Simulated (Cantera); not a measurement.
## Carbon deposition, reforming and gasification: C2H2 + H2O + N2

A closed system holds: 1 mol C2H2, 0.2 mol H2O, 0.85 mol N2, held at 32.0 mbar.

Cantera equilibrium calculation (NASA polynomials, part measured and part estimated; ideal gas, pure solids and liquids). Candidate condensed phases: C, C6H6, C7H8, C8H18, H2O; 136 gas species. Kinetics and transport are ignored.

| T (°C) | x H2 | x N2 | x H | x CO | x HCN | x C2H2 (acetylene) | x HNC | n C(graphite) |
|---|---|---|---|---|---|---|---|---|
| 1625 | 0.528 | 0.375 | 0.00318 | 0.0887 | 0.00430 | 0.000199 | 0.000201 | 1.79 |
| 1775 | 0.522 | 0.372 | 0.00904 | 0.0885 | 0.00781 | 0.000547 | 0.000483 | 1.78 |
| 1925 | 0.508 | 0.367 | 0.0222 | 0.0879 | 0.0129 | 0.00129 | 0.00102 | 1.76 |
| 2075 | 0.483 | 0.358 | 0.0480 | 0.0868 | 0.0196 | 0.00264 | 0.00191 | 1.74 |
| 2225 | 0.442 | 0.345 | 0.0926 | 0.0848 | 0.0275 | 0.00474 | 0.00321 | 1.70 |
| 2375 | 0.382 | 0.326 | 0.161 | 0.0817 | 0.0354 | 0.00744 | 0.00487 | 1.66 |
| 2525 | 0.304 | 0.303 | 0.251 | 0.0775 | 0.0418 | 0.0101 | 0.00665 | 1.60 |
| 2675 | 0.218 | 0.277 | 0.350 | 0.0722 | 0.0448 | 0.0116 | 0.00812 | 1.50 |
x: gas mole fraction; n: condensed amount in mol.

From 1625 °C to 2675 °C the condensed part is C(graphite). The main C-bearing gas is CO throughout. The share of C in condensed phases is highest at 1625 °C (89.4 %) and lowest at 2675 °C (74.8 %).
